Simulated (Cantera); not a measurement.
An isothermal, constant-pressure homogeneous reactor starts with H₂ : O₂ : N₂ = 1.4 : 1 : 4.6 (molar parts), equivalence ratio 0.70, at 1025 K and 1.00 bar.

Computed with Cantera and the H2/O2 subset of GRI-Mech 3.0, which has no nitrogen chemistry. The temperature is held fixed by assumption; the heat of reaction is taken as removed at once.

One state of this run: x H₂ = 0.000189; x O₂ = 0.0477; x OH = 2.12e-7; x O = 1.34e-8; x H₂O = 0.222; x H = 4.52e-9. x: mole fraction; the columns are a selection and need not sum to one.

Problem. Which value of t (s) does it belong to?
(A) 0.000585
(B) 2.00
(C) 1.00e-5
(D) 0.515

Solution. D, 0.515
